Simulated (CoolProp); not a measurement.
Propyne along the isobar 7.99 bar: Z from the reference equation and from simpler models built on Tc = 402.7 K, pc = 56.58 bar, ω = 0.204; each cubic takes its own stable root.

Model: reference Helmholtz-energy equation of state, Polt 1992, in CoolProp. This equation is an older, rougher fit; its heat capacities, sound speeds and derivatives of the liquid may be far off and weren't checked against measurements.

| T (K) | phase | reference |
|---|---|---|
| 290.3 | liquid | 0.02123 |
| 307 | liquid | 0.02101 |
| 323.7 | gas | 0.8873 |
| 340.4 | gas | 0.9077 |
| 357.1 | gas | 0.9228 |
| 373.8 | gas | 0.9345 |
| 390.5 | gas | 0.9437 |
| 407.2 | gas | 0.9511 |
| 423.9 | gas | 0.9573 |
| 440.6 | gas | 0.9624 |
| 457.3 | gas | 0.9667 |
| 474 | gas | 0.9704 |

How far does each simpler model (van der Waals, Redlich-Kwong, Soave-Redlich-Kwong) lie from the reference over these 12 states: mean and median of the absolute difference, and the worst?


- van der Waals: mean 700.4 %, median 1.2 %, worst +4249.4 % at 307 K and 7.99 bar
- Redlich-Kwong: mean 344.9 %, median 0.3 %, worst +4119.9 % at 307 K and 7.99 bar
- Soave-Redlich-Kwong: mean 2.0 %, median 0.2 %, worst +10.8 % at 307 K and 7.99 bar

At some of these states van der Waals, Redlich-Kwong gives the other phase, because its saturation line lies elsewhere.
